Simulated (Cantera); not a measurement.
Input (Python, Cantera) and output of one run.

```python
import numpy as np
import cantera as ct

gas_names = [...]  # 151 gases of nasa_gas.yaml made of C, H, N, O, Si
cond_names = """
    C(gr) C6H6(L) C7H8(L) C8H18(L),n-octa H2O(s) H2O(L) Si(cr) Si(L) SiC(b) SiO2(Lqz) SiO2(hqz) SiO2(L)
    Si2N2O(s) Si3N4(a)
""".split()


# ... load() reads the species with a 1 bar reference pressure and builds the phases ...
atoms = {
    'HMDSO': {'Si': 2, 'C': 6, 'H': 18, 'O': 1},
    'N2O': {'N': 2, 'O': 1},
    'H2': {'H': 2},
}
top_T = {'C(gr)': 4500, 'SiC(b)': 3050, 'Si2N2O(s)': 2100, 'Si3N4(a)': 2400}  # K; cautious upper limits of use, not melting points


# ... equilibrate(T, P, feed) seeds the gas with the atoms and calls Mixture.equilibrate('TP', solver="vcs", rtol=1e-11, max_steps=5000) ...
results = []
T = 1925  # K
P = 10000  # Pa
for m in [12, 17, 23, 33, 47, 67, 95]:
    feed = {'HMDSO': 1, 'N2O': 23, 'H2': m}  # mol
    mix = equilibrate(T, P, feed)
    results.append((T, P, feed, dict(zip(mix.species_names, mix.species_moles))))

top = {s: max(r[3][s] / sum(r[3][g] for g in gas_names) for r in results) for s in gas_names}
cols = sorted((s for s in top if top[s] > 1e-05), key=lambda s: -top[s])[:7]
seen = [c for c in cond_names if any(r[3].get(c, 0) > 1e-12 for r in results)]
print("log10 of partial pressures in bar; condensed amounts in mol")
print(f"{'n(H2)':>10s}" + "".join(f"{s[:9]:>10s}" for s in cols + seen))
for T, P, feed, n in results:
    ng = sum(n[g] for g in gas_names)
    print(f"{feed['H2']:10.4g}" + "".join(f"{np.log10(max(n[s] / ng * P / 1e5, 1e-99)):10.3f}" for s in cols)
          + "".join(f"{n.get(c, 0):10.4g}" for c in seen))
```

Output:

```
log10 of partial pressures in bar; condensed amounts in mol
     n(H2)        H2        N2       H2O        CO       CO2         H       SiO   SiO2(L)
        12    -1.770    -1.338    -1.603    -2.049    -2.516    -3.905    -4.839     1.993
        17    -1.625    -1.379    -1.631    -2.052    -2.692    -3.832    -4.666     1.988
        23    -1.512    -1.424    -1.666    -2.073    -2.861    -3.776    -4.518     1.981
        33    -1.397    -1.490    -1.724    -2.119    -3.079    -3.718    -4.346     1.968
        47    -1.304    -1.568    -1.796    -2.183    -3.309    -3.672    -4.181     1.944
        67    -1.229    -1.660    -1.882    -2.266    -3.553    -3.634    -4.019     1.899
        95    -1.171    -1.763    -1.980    -2.362    -3.805    -3.605    -3.864     1.817
```

Cantera equilibrium calculation (NASA polynomials, part measured and part estimated; ideal gas, pure solids and liquids). The feed counts by its element totals alone. The tables hold silica as quartz up to 1696 K and as liquid above; real silica turns to tridymite and cristobalite and melts near 1996 K. Gases not in the tables: Si(OH)4.
